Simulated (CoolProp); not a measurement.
Properties of carbon monoxide at several states (Tc = -140.3 °C, pc = 3498 kPa, ω = 0.050).

Computed with CoolProp (reference Helmholtz-energy equation of state, Lemmon 2006). It is a short technical equation, of lower accuracy than the large ones.

```
T (°C)   p (kPa)          phase  cp (kJ/(kg K))  cv (kJ/(kg K))  speed of sound (m/s)  isothermal compressibility (1/MPa)  fugacity coefficient
-------  -------  -------------  --------------  --------------  --------------------  ----------------------------------  --------------------
-117.65    18700  supercritical             [?]          0.9072                 523.9                             0.01564                   [?]
-52.95      10.8            gas           1.040             [?]                 302.5                               92.61                0.9998
-190.25      654         liquid           2.143           1.134                 859.8                            0.003240                0.1755
```

Task: Complete the blanks.

Result: 
- -117.65, cp (kJ/(kg K)): 2.106
- -117.65, fugacity coefficient: 0.4166
- -52.95, cv (kJ/(kg K)): 0.7424
